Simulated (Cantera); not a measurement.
An adiabatic, constant-volume homogeneous reactor starts with CH4 : O2 : N2 = 1 : 3.08 : 26.8 (molar parts), equivalence ratio 0.65, at 1600 K and 1.01 bar.

Model: GRI-Mech 3.0 (53 species, 325 reactions), integrated in Cantera.

Predict: time of steepest temperature rise; temperature at 6.00 s; equilibrium temperature; x(O2) at 6.00 s; x(CO2) at 6.00 s.


```
Property                                                          Result
---------------------------------  -------------------------------------
time of steepest temperature rise                               0.751 ms
temperature at 6.00 s                                             2391 K
equilibrium temperature                                           2391 K
x(O2) at 6.00 s                    0.0313 (gas-phase equilibrium 0.0313)
x(CO2) at 6.00 s                   0.0295 (gas-phase equilibrium 0.0295)
```
